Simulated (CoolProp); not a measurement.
Vapour pressure (kPa) of propane: the reference equation beside estimates from Tc = 96.7 °C, pc = 4251 kPa, ω = 0.152.

Model: reference Helmholtz-energy equation of state, Lemmon 2009, in CoolProp.

```tsv
T (°C)	reference	Lee-Kesler	van der Waals	Soave-Redlich-Kwong
17.25	777.5	780.7	1493	784.4
19.45	824.4	827.8	1547	832.2
21.65	873.4	877.0	1602	882.0
23.85	924.5	928.2	1658	934.1
26.05	977.8	981.6	1715	988.4
28.15	1031	1035	1771	1042
30.35	1088	1092	1830	1101
32.55	1148	1152	1891	1162
34.75	1211	1215	1953	1226
36.95	1275	1279	2017	1292
39.05	1340	1343	2079	1357
41.25	1409	1413	2144	1428
43.45	1482	1485	2212	1502
45.65	1557	1560	2280	1578
```

Absolute difference from the reference over all 14 rows, mean and median: Lee-Kesler 0.3 and 0.4 %, van der Waals 67.5 and 66.5 %, Soave-Redlich-Kwong 1.2 and 1.2 %.
